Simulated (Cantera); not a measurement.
Mixture: CH₄ : O₂ : N₂ = 1 : 2.44 : 8.78 (molar parts), equivalence ratio 0.82, at 14.0 bar, adiabatic and at constant volume. Ignition delay is the time to a rise of 400 K.

Computed with Cantera and GRI-Mech 3.0 (53 species, 325 reactions). The pressure lies above the range GRI-Mech 3.0 was tuned for (to about 10 atm).

Predict: delay at 1100 K; delay at 1250 K; delay at 1400 K; delay at 1550 K; delay at 1700 K; apparent activation energy between 1625 and 1775 K.


- delay at 1100 K = 10.4 ms
- delay at 1250 K = 1.51 ms
- delay at 1400 K = 0.301 ms
- delay at 1550 K = 73.8 µs
- delay at 1700 K = 21.7 µs
- apparent activation energy between 1625 and 1775 K = 180 kJ/mol
